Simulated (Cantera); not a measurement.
Input: 1 mol FeS₂, 7.8 mol H₂, 0.74 mol H₂O, at 902 °C and 0.280 bar.

Method: chemical equilibrium by Gibbs-energy minimisation in Cantera with the NASA 1993 tables (ideal gas, pure condensed phases). Candidate condensed phases: Fe, FeO, Fe(OH)₂, Fe(OH)₃, FeS, FeSO₄, FeS₂, Fe₂O₃, Fe₂(SO₄)₃, Fe₃O₄, H₂O, H₂SO₄, S; 22 gas species. FeS: taken at fixed stoichiometry. Gases not in the tables: S₃ to S₇. Equilibrium is a limit: real reactors are often held back by kinetics, nucleation or transport.

Base state: H₂ 0.796, H₂S 0.117, H₂O 0.0866, S₂ 0.000105, SH 2.85e-5 (mole fractions); condensed: FeS(s).

Task: What changes in the equilibrium state with this change: pressure from 0.280 bar to 8.40 mbar?

Result: 
| species | before | after |
|---|---|---|
| H₂ | 0.796 | 0.800 |
| H₂S | 0.117 | 0.110 |
| H₂O | 0.0866 | 0.0864 |
| S₂ | 0.000105 | 0.00310 |
| SH | 2.85e-5 | 0.000155 |
| FeS(s), mol | 1.00 | 1.00 |

Task: What changes in the equilibrium state with this change: pressure from 0.280 bar to 2.20 mbar?

Result: 
```csv
species,before,after
H₂,0.796,0.807
H₂S,0.117,0.0976
H₂O,0.0866,0.0858
S₂,0.000105,0.00908
SH,2.85e-5,0.000267
"FeS(s), mol",1.00,1.00
```

Task: What changes in the equilibrium state with this change: H₂ from 7.8 to 0.85 mol?

Result: 
```tsv
species	before	after
H₂O	0.0866	0.421
H₂S	0.117	0.396
H₂	0.796	0.0935
S₂	0.000105	0.0876
SO₂	2.32e-8	0.00115
S₂O	6.26e-9	0.000216
SO	1.23e-8	1.48e-5
SH	2.85e-5	0.000282
FeS(s), mol	1.00	1.00
```
